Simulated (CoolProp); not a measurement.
Propyne along the isobar 19.1 MPa: Z from the reference equation and from simpler models built on Tc = 402.7 K, pc = 5.658 MPa, ω = 0.204; each cubic takes its own stable root.

Values from CoolProp's reference Helmholtz-energy equation of state, Polt 1992. This equation is an older, rougher fit; its heat capacities, sound speeds and derivatives of the liquid may be far off and weren't checked against measurements.

```tsv
T (K)	phase	reference
372.1	liquid	0.4629
380	liquid	0.4637
387.8	liquid	0.4653
395.6	liquid	0.4677
403.5	supercritical	0.4710
411.3	supercritical	0.4751
419.1	supercritical	0.4802
427	supercritical	0.4866
434.8	supercritical	0.4940
442.7	supercritical	0.5028
450.5	supercritical	0.5130
458.3	supercritical	0.5248
466.2	supercritical	0.5383
474	supercritical	0.5532
```

Q: How far does each simpler model (van der Waals, Redlich-Kwong, Soave-Redlich-Kwong, Peng-Robinson) lie from the reference over these 14 states: mean and median of the absolute difference, and the worst?

A: 
- van der Waals: mean 32.6 %, median 33.7 %, worst +44.2 % at 372.1 K and 19.1 MPa
- Redlich-Kwong: mean 9.0 %, median 9.6 %, worst +10.1 % at 372.1 K and 19.1 MPa
- Soave-Redlich-Kwong: mean 11.0 %, median 11.1 %, worst +12.8 % at 466.2 K and 19.1 MPa
- Peng-Robinson: mean 2.1 %, median 2.1 %, worst +4.0 % at 474 K and 19.1 MPa
